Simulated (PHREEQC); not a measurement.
Consider water at 20 °C with 6.7 mmol/kgw H2SO4, 0.74 mmol/kgw Li2SO4 and 0.62 mmol/kgw Fe2(SO4)3. Closed to the air; pH follows from the charge balance.

All values are PHREEQC results (ion-association model, phreeqc.dat), not measurements.

This is a speciation only: nothing precipitates in the calculation.

Order these S species by the share of S that they hold, largest first: SO4-2, FeSO4+, FeHSO4+2, Fe(SO4)2-, HSO4-.

SO4-2 (56 %), HSO4- (31 %), FeSO4+ (11 %), Fe(SO4)2- (1.5 %), FeHSO4+2 (0.42 %)

The pH is 2.03 and the ionic strength 0.0189 mol/kgw. Examples of supersaturated solids here: Hematite (slow to form), Goethite (slow to form). Others may be too. Species that the database lacks are ignored.
